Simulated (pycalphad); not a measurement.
All values are pycalphad results on the COST 507 light-alloy database (1999) (1 atm), not direct measurements. The database dates from 1999; later assessments differ in places, in temperatures and in the compounds included. Amounts are mole fractions of atoms.

Question: Give the equilibrium state of Ti-0.46Hf-4.09B (at.%) at 1350 K.

Answer: bcc, fraction 0.921, with 0.50 Hf, 0.16 B at.%; BM, fraction 0.079, with 0.03 Hf, 50.0 B at.%.

Question: Give the equilibrium state of Ti-0.46Hf-4.09B (at.%) at 1850 K.

Answer: 
```
T = 1850.00 K, P = 101325 Pa, N = 1 mol of atoms
G = -116794 J/mol, H = 60083 J/mol, S = 95.61 J/(mol K)  (SER reference)
chemical potentials (J/mol): Ti -112206, Hf -224036, B -211801
phase             fraction      x(Ti)      x(Hf)       x(B)
LIQUID              0.8952     0.9499     0.0046     0.0455
BCC_A2              0.1048     0.9936     0.0050     0.0015
```

Database names, with the compositions (at.%) that they take in these runs: BM: Ti 50 B 50. BCC_A2 is bcc.
